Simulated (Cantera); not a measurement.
Feed: 1 mol CaCO3, 8.2 mol CO2, held at 10.0 mbar.

Equilibrium computed with Cantera from the NASA thermochemical tables; the gas is ideal and each condensed phase is pure. Candidate condensed phases: C, Ca, CaCO3, CaO; 15 gas species. Equilibrium is a limit: real reactors are often held back by kinetics, nucleation or transport.

x: gas mole fraction; n: condensed amount in mol.

```csv
T (K),x CO2,x CO,x O2,x O,n CaO(s)
1250,1.000,8.35e-5,(withheld),4.47e-9,1.00
1325,1.000,0.000232,(withheld),2.97e-8,1.00
1400,0.999,0.000577,(withheld),1.61e-7,1.00
1475,0.998,0.00131,(withheld),7.33e-7,1.00
1550,0.996,0.00273,(withheld),2.89e-6,1.00
1625,0.992,0.00531,(withheld),1.00e-5,1.00
1700,0.985,0.00972,(withheld),3.11e-5,1.00
```

Question: What belongs in the gaps?

Answer: 
- 1250, x O2: 4.18e-5
- 1325, x O2: 0.000116
- 1400, x O2: 0.000288
- 1475, x O2: 0.000653
- 1550, x O2: 0.00136
- 1625, x O2: 0.00265
- 1700, x O2: 0.00485
